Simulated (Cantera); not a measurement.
A closed system holds: 1 mol Si, 0.21 mol CO₂, 1 mol H₂, held at 1725 K and 3.20 mbar.

Equilibrium computed with Cantera from the NASA thermochemical tables; the gas is ideal and each condensed phase is pure. Candidate condensed phases: C, C₆H₆, C₇H₈, C₈H₁₈, H₂O, Si, SiC, SiO₂; 123 gas species. Mutual solubility and eutectic melting of coexisting phases are not modelled. Gases not in the tables: Si₂H₆ and higher silanes. Equilibrium is a limit: real reactors are often held back by kinetics, nucleation or transport.

Base state: H₂ 0.702, SiO 0.278, CO 0.0177, H 0.00275, Si 0.000317, SiH 2.15e-5, SiH₂ 1.21e-5 (mole fractions); condensed: Si(l) + SiC(s).

Q: What changes in the equilibrium state with this change: pressure from 3.20 mbar to 10.0 mbar?

A: 
```json
[
 {"species": "H₂", "before": "0.702", "after": "0.703"},
 {"species": "SiO", "before": "0.278", "after": "0.278"},
 {"species": "CO", "before": "0.0177", "after": "0.0178"},
 {"species": "H", "before": "0.00275", "after": "0.00156"},
 {"species": "Si", "before": "0.000317", "after": "0.000102"},
 {"species": "SiH", "before": "2.15e-5", "after": "1.22e-5"},
 {"species": "SiH₂", "before": "1.21e-5", "after": "1.21e-5"},
 {"species": "Si(l), mol", "before": "0.420", "after": "0.420"},
 {"species": "SiC(s), mol", "before": "0.185", "after": "0.185"}
]
```
